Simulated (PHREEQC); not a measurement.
A solution holds 1.1 mmol/kgw AgNO3 and 80 mmol/kgw HF, at 35 °C. Closed to the air; pH follows from the charge balance.

All values are PHREEQC results (ion-association model, wateq4f.dat), not measurements.

This is a speciation only: nothing precipitates in the calculation.

Problem. Order these F species by the share of F that they hold, largest first: H2F2, HF2-, HF, F-.

Solution. HF (74 %), H2F2 (16 %), F- (7.0 %), HF2- (3.4 %)

The pH is 2.19 and the ionic strength 0.00809 mol/kgw. wateq4f.dat counts part of the HF as a dimer, H2F2, which phreeqc.dat doesn't know; its constant is uncertain.
